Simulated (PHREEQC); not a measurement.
A solution holds 0.52 mol H2SO4 and 0.048 mol K2SO4 per kg of water, at 25 °C. Closed to the air; pH follows from the charge balance.

Computed with PHREEQC (ion-association model, wateq4f.dat).

```csv
quantity,before,after
pH,0.40,0.42
ionic strength (mol/kgw),0.663,0.620
HSO4- (mol/kgw),0.515,0.537
K+ (mol/kgw),0.0909,0.0917
SO4-2 (mol/kgw),0.0474,0.0262
KSO4- (mol/kgw),0.00511,0.00434
```

Name the change that produced these shifts.
A. 0.028 mol/kgw NaCl added
B. 0.48 mol/kgw LiOH added
C. H2SO4 replaced by Li2SO4 at the same molality
D. temperature from 25 to 55 °C

D, temperature from 25 to 55 °C

No solid was allowed to form. Away from 25 °C the constants follow the database's enthalpies or fits; those with neither stay at their 25 °C values.
